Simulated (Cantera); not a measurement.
An isothermal, constant-pressure homogeneous reactor starts with 4.00 % CH₄, 96.0 % N₂, at 1600 K and 0.760 atm.

Model: GRI-Mech 3.0 (53 species, 325 reactions), integrated in Cantera. GRI-Mech 3.0 stops at C3 and has no aromatics, soot or wall deposition, so with more carbon than oxygen in the feed, carbon stays in small species such as C2H2 where larger ones or solid carbon would form.

x: mole fraction; the columns are a selection and need not sum to one.

```json
[
 {"t (s)": "1.00e-6", "x CH₄": "0.0400", "x CH₃": "7.59e-8", "x H₂": "1.78e-8", "x C₂H₆": "<1e-12", "x C₂H₄": "<1e-12"},
 {"t (s)": "2.68e-6", "x CH₄": "0.0400", "x CH₃": "2.47e-7", "x H₂": "9.08e-8", "x C₂H₆": "<1e-12", "x C₂H₄": "<1e-12"},
 {"t (s)": "7.20e-6", "x CH₄": "0.0400", "x CH₃": "7.62e-7", "x H₂": "3.44e-7", "x C₂H₆": "9.81e-12", "x C₂H₄": "2.19e-12"},
 {"t (s)": "1.93e-5", "x CH₄": "0.0400", "x CH₃": "2.17e-6", "x H₂": "1.05e-6", "x C₂H₆": "2.22e-10", "x C₂H₄": "6.94e-11"},
 {"t (s)": "5.18e-5", "x CH₄": "0.0400", "x CH₃": "5.93e-6", "x H₂": "2.94e-6", "x C₂H₆": "4.46e-9", "x C₂H₄": "1.63e-9"},
 {"t (s)": "0.000139", "x CH₄": "0.0400", "x CH₃": "1.59e-5", "x H₂": "8.06e-6", "x C₂H₆": "8.26e-8", "x C₂H₄": "3.36e-8"},
 {"t (s)": "0.000373", "x CH₄": "0.0400", "x CH₃": "4.05e-5", "x H₂": "2.28e-5", "x C₂H₆": "1.31e-6", "x C₂H₄": "6.26e-7"},
 {"t (s)": "0.00100", "x CH₄": "0.0399", "x CH₃": "8.87e-5", "x H₂": "7.65e-5", "x C₂H₆": "1.32e-5", "x C₂H₄": "9.25e-6"},
 {"t (s)": "0.00268", "x CH₄": "0.0395", "x CH₃": "0.000163", "x H₂": "0.000356", "x C₂H₆": "6.54e-5", "x C₂H₄": "9.61e-5"},
 {"t (s)": "0.00720", "x CH₄": "0.0378", "x CH₃": "0.000241", "x H₂": "0.00208", "x C₂H₆": "0.000161", "x C₂H₄": "0.000651"},
 {"t (s)": "0.0193", "x CH₄": "0.0328", "x CH₃": "0.000206", "x H₂": "0.00880", "x C₂H₆": "0.000116", "x C₂H₄": "0.00130"},
 {"t (s)": "0.0518", "x CH₄": "0.0255", "x CH₃": "0.000137", "x H₂": "0.0201", "x C₂H₆": "4.83e-5", "x C₂H₄": "0.000547"},
 {"t (s)": "0.139", "x CH₄": "0.0168", "x CH₃": "8.43e-5", "x H₂": "0.0332", "x C₂H₆": "1.73e-5", "x C₂H₄": "0.000196"},
 {"t (s)": "0.373", "x CH₄": "(withheld)", "x CH₃": "(withheld)", "x H₂": "(withheld)", "x C₂H₆": "(withheld)", "x C₂H₄": "(withheld)"},
 {"t (s)": "1.00", "x CH₄": "(withheld)", "x CH₃": "(withheld)", "x H₂": "(withheld)", "x C₂H₆": "(withheld)", "x C₂H₄": "(withheld)"}
]
```

Question: Fill in the missing entries.

Answer: 
- 0.373, x CH₄: 0.00871
- 0.373, x CH₃: 4.36e-5
- 0.373, x H₂: 0.0450
- 0.373, x C₂H₆: 4.39e-6
- 0.373, x C₂H₄: 9.64e-5
- 1.00, x CH₄: 0.00364
- 1.00, x CH₃: 1.87e-5
- 1.00, x H₂: 0.0523
- 1.00, x C₂H₆: 7.78e-7
- 1.00, x C₂H₄: 8.40e-5
